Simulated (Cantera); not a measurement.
Feed: 1 mol Si2Cl6, 0.098 mol Cl2, 20 mol N2, held at 0.320 bar.

Cantera equilibrium calculation (NASA polynomials, part measured and part estimated; ideal gas, pure solids and liquids). Candidate condensed phases: Si, Si3N4; 13 gas species. The feed counts by its element totals alone. N2 is the only nitrogen source here; it is nearly inert below about 1500 K, so the nitride shown seldom forms there in practice. The tables' values for SiCl3 are old estimates; treat these amounts as uncertain. The numbers say what is thermodynamically allowed, not how fast it happens.

x: gas mole fraction; n: condensed amount in mol.

```tsv
T (K)	x N2	x SiCl4	x SiCl3	x SiCl2	x Cl	x Cl2	n Si3N4(s)
1150	0.927	0.0727	0.000279	1.17e-5	___	4.30e-10	0.150
1200	0.927	0.0724	0.000573	3.97e-5	___	1.05e-9	0.149
1250	0.927	0.0720	0.00110	0.000121	___	2.39e-9	0.148
1300	0.927	0.0711	0.00201	0.000339	___	5.09e-9	0.146
1350	0.926	0.0697	0.00348	0.000869	___	1.02e-8	0.141
1400	0.925	0.0673	0.00572	0.00206	___	1.93e-8	0.133
1450	0.923	0.0634	0.00889	0.00455	___	3.44e-8	0.118
1500	0.920	0.0575	0.0130	0.00931	___	5.78e-8	0.0937
```

Q: Some entries are withheld; supply them.

A: 
- 1150, x Cl: 1.01e-7
- 1200, x Cl: 2.71e-7
- 1250, x Cl: 6.74e-7
- 1300, x Cl: 1.56e-6
- 1350, x Cl: 3.40e-6
- 1400, x Cl: 6.97e-6
- 1450, x Cl: 1.35e-5
- 1500, x Cl: 2.48e-5
